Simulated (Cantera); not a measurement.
Mixture: 4.82 % CH4, 1.21 % H2, 19.7 % O2, 74.3 % N2, equivalence ratio 0.52, at 4.93 atm, adiabatic and at constant volume. Ignition delay is the time to a rise of 400 K.

Model: GRI-Mech 3.0 (53 species, 325 reactions), integrated in Cantera.

Problem. Predict: delay at 1423 K; delay at 1498 K; delay at 1573 K; delay at 1648 K; delay at 1723 K; apparent activation energy between 1573 and 1723 K.

Solution. 
```
Quantity                                                Result
--------------------------------------------------  ----------
delay at 1423 K                                       0.168 ms
delay at 1498 K                                        97.1 µs
delay at 1573 K                                        58.3 µs
delay at 1648 K                                        36.5 µs
delay at 1723 K                                        23.7 µs
apparent activation energy between 1573 and 1723 K  140 kJ/mol
```
